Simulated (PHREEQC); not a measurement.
PHREEQC input (ion-association model, phreeqc.dat):

```
SOLUTION_SPECIES
  CO3-2 + 10 H+ + 8 e- = CH4 + 3 H2O  # shut off: no methane
    -log_k -100
    -delta_h 0
    -analytic -100
SOLUTION 1
  temp 25
  units mol/kgw
  pH 7 charge
  C(4) 0.061
  Na 0.061
END
SELECTED_OUTPUT 1
  -reset false
  -pH true
  -pe true
  -ionic_strength true
  -water true
  -totals C Na C(-4) C(4) Ntg
  -molalities H+ Na+ CO3-2 OH- HCO3- CO2 (CO2)2 NaOH NaCO3- NaHCO3
USER_PUNCH 1
  -headings p_Ntg(g) phi_Ntg(g) p_H2O(g) phi_H2O(g) density
  10 PUNCH PR_P("Ntg(g)"), PR_PHI("Ntg(g)"), PR_P("H2O(g)"), PR_PHI("H2O(g)"), RHO
PRINT
  -reset false
USE solution 1
REACTION_TEMPERATURE 1
  100
GAS_PHASE 1
  -fixed_pressure
  -pressure 2
  -temperature 100
  -volume 20
  Ntg(g) 2
  H2O(g) 0
END
# ... the last block is repeated for the other 12 points of P (atm)
```

Selected output (columns that matter, 9 of 13 rows; P (atm) added in front):

```
P (atm)	pH	mu	C	Na	Ntg	m_H+	m_Na+	m_OH-	m_HCO3-	p_Ntg(g)	phi_Ntg(g)	p_H2O(g)	phi_H2O(g)	density
2	7.5851	0.059264	0.062469	0.062469	0.0004529	3.1502e-08	0.058963	2.8798e-05	0.055637	0.99931	1.0038	1.0007	0.98644	0.96194
10	7.5837	0.058665	0.061822	0.061822	0.0040298	3.1583e-08	0.058366	2.8853e-05	0.055084	8.9809	1.0013	1.0191	0.97332	0.96229
20	7.5796	0.058634	0.061793	0.061793	0.0084302	3.1884e-08	0.058335	2.8795e-05	0.055056	18.961	1.0017	1.0389	0.96062	0.96277
30	7.5753	0.05863	0.061793	0.061793	0.012755	3.2194e-08	0.05833	2.8734e-05	0.055052	28.942	1.0025	1.0584	0.94864	0.96325
50	7.5668	0.058636	0.061808	0.061808	0.021191	3.2824e-08	0.058335	2.8615e-05	0.055057	48.903	1.0047	1.0972	0.92622	0.9642
100	7.5456	0.058659	0.061859	0.061859	0.041158	3.4438e-08	0.058356	2.8347e-05	0.05508	98.807	1.0131	1.1931	0.87778	0.96654
150	7.5249	0.058677	0.061906	0.061906	0.059754	3.6102e-08	0.058371	2.8121e-05	0.055097	148.71	1.0251	1.2868	0.8387	0.96883
200	7.5045	0.058685	0.061947	0.061947	0.07721	3.7814e-08	0.058377	2.7934e-05	0.055105	198.62	1.0404	1.3772	0.80741	0.97109
400	7.4263	0.058627	0.062046	0.062046	0.13864	4.5166e-08	0.058314	2.7533e-05	0.055056	398.3	1.1279	1.7	0.73629	0.97975
```

Away from 25 °C the constants follow the database's enthalpies or fits; those with neither stay at their 25 °C values.
